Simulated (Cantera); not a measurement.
# Hydrocarbon pyrolysis for carbon deposition

An isothermal, constant-pressure homogeneous reactor starts with 13.0 % C2H6, 87.0 % N2, at 1425 K and 0.132 atm.

Model: GRI-Mech 3.0 (53 species, 325 reactions), integrated in Cantera. GRI-Mech 3.0 stops at C3 and has no aromatics, soot or wall deposition, so with more carbon than oxygen in the feed, carbon stays in small species such as C2H2 where larger ones or solid carbon would form.

| t (s) | x C2H6 | x H | x C2H | x C2H2 | x CH3 | x CH2 |
|---|---|---|---|---|---|---|
| 2.00e-5 | 0.130 | 1.59e-6 | <1e-12 | 1.85e-10 | 0.000327 | 1.17e-8 |
| 4.98e-5 | 0.129 | 8.97e-6 | <1e-12 | 2.73e-8 | 0.000719 | 1.00e-7 |
| 0.000124 | 0.126 | 3.09e-5 | 3.17e-11 | 3.52e-6 | 0.00139 | 4.67e-7 |
| 0.000308 | 0.114 | 4.90e-5 | 6.98e-10 | 0.000129 | 0.00208 | 9.40e-7 |
| 0.000767 | 0.0839 | 5.85e-5 | 3.10e-9 | 0.00141 | 0.00196 | 9.29e-7 |
| 0.00191 | 0.0373 | 7.14e-5 | 1.02e-8 | 0.00811 | 0.00134 | 6.53e-7 |
| 0.00475 | 0.00543 | 6.11e-5 | 1.86e-8 | 0.0265 | 0.000486 | 1.80e-7 |
| 0.0118 | 0.000456 | 2.37e-5 | 1.02e-8 | 0.0448 | 0.000139 | 1.92e-8 |
| 0.0294 | 4.96e-5 | 9.16e-6 | 4.56e-9 | 0.0568 | 4.85e-5 | 2.48e-9 |
| 0.0733 | 1.09e-5 | 5.07e-6 | 2.77e-9 | 0.0666 | 2.51e-5 | 6.72e-10 |
| 0.182 | 7.06e-6 | 4.85e-6 | 2.88e-9 | 0.0776 | 2.23e-5 | 5.32e-10 |
| 0.454 | 5.68e-6 | 5.12e-6 | 3.21e-9 | 0.0866 | 2.21e-5 | 5.28e-10 |
| 1.13 | 5.25e-6 | 5.22e-6 | 3.30e-9 | 0.0886 | 2.18e-5 | 5.23e-10 |
| 2.81 | 4.92e-6 | 5.31e-6 | 3.35e-9 | 0.0891 | 2.12e-5 | 5.12e-10 |
| 7.00 | 4.24e-6 | 5.54e-6 | 3.45e-9 | 0.0902 | 1.97e-5 | 4.86e-10 |
x: mole fraction; the columns are a selection and need not sum to one.

Equilibrium at this temperature and pressure: C2H6 3.83e-7, H 8.38e-6, C2H 2.73e-9, C2H2 0.0560, CH3 4.69e-6, CH2 1.48e-10 (gas phase only).
